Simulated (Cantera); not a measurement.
## Oxide etching and cleaning by halides: B2O3 + HF

A closed system holds: 1 mol B2O3, a varied amount of HF, held at 1850 K and 1.20 Pa.

Equilibrium computed with Cantera from the NASA thermochemical tables; the gas is ideal and each condensed phase is pure. Candidate condensed phases: B, B2O3, B3O3H3, H2O; 43 gas species. Kinetics and transport are ignored.

From 3.1 mol HF to 23 mol HF nothing is condensed. The main B-bearing gas is BOF throughout.

| n(HF) (mol) | log p HF | log p BOF | log p H2O | log p HBO2 | log p H2 | log p H | log p O2 |
|---|---|---|---|---|---|---|---|
| 3.1 | -5.41 | -5.32 | -5.82 | -6.15 | -6.49 | -6.52 | -6.80 |
| 3.9 | -5.30 | -5.38 | -5.86 | -6.35 | -6.52 | -6.53 | -6.82 |
| 5.1 | -5.21 | -5.46 | -5.93 | -6.59 | -6.57 | -6.56 | -6.86 |
| 6.6 | -5.14 | -5.54 | -6.01 | -6.82 | -6.63 | -6.59 | -6.91 |
| 8.4 | -5.09 | -5.62 | -6.10 | -7.04 | -6.70 | -6.62 | -6.96 |
| 11 | -5.05 | -5.72 | -6.21 | -7.29 | -6.77 | -6.65 | -7.03 |
| 14 | -5.03 | -5.82 | -6.32 | -7.52 | -6.84 | -6.69 | -7.09 |
| 18 | -5.00 | -5.91 | -6.43 | -7.76 | -6.92 | -6.73 | -7.16 |
| 23 | -4.99 | -6.01 | -6.55 | -7.99 | -7.01 | -6.77 | -7.23 |
log p: log10 of the partial pressure in bar; nothing condenses.
